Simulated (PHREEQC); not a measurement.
A solution holds 0.0058 mol MgCl2, 0.0009 mol NaHCO3 and 6e-05 mol H4SiO4 per kg of water, at 25 °C. Closed to the air; pH follows from the charge balance.

All values are PHREEQC results (ion-association model, wateq4f.dat), not measurements.

```json
{
 "pH": "7.95",
 "ionic_strength": "0.0182 mol/kgw",
 "total_alkalinity": "0.900 meq/kg"
}
```

| species | molality | activity | log γ |
|---|---|---|---|
| Cl- | 0.0116 | 0.0101 | -0.059 |
| Mg+2 | 0.00575 | 0.00349 | -0.218 |
| Na+ | 0.000900 | 0.000789 | -0.057 |
| HCO3- | 0.000832 | 0.000732 | -0.056 |
| H4SiO4 | 5.91e-5 | 5.94e-5 | 0.002 |
| MgHCO3+ | 3.42e-5 | 2.99e-5 | -0.058 |
| CO2 | 1.84e-5 | 1.85e-5 | 0.002 |
| MgCO3 | 1.01e-5 | 1.02e-5 | 0.002 |
| CO3-2 | 5.09e-6 | 3.05e-6 | -0.222 |
| MgOH+ | 1.27e-6 | 1.13e-6 | -0.053 |
| OH- | 1.02e-6 | 8.90e-7 | -0.060 |
| H3SiO4- | 8.91e-7 | 7.79e-7 | -0.058 |
| NaHCO3 | 3.23e-7 | 3.25e-7 | 0.002 |
| NaCO3- | 5.10e-8 | 4.49e-8 | -0.056 |
| H+ | 1.26e-8 | 1.12e-8 | -0.049 |

Precipitation was switched off in this run. The solution is supersaturated, for example in Magnesite (slow to form), so a real one may precipitate; this is no full list. Complexes and solids missing from the database can't appear.
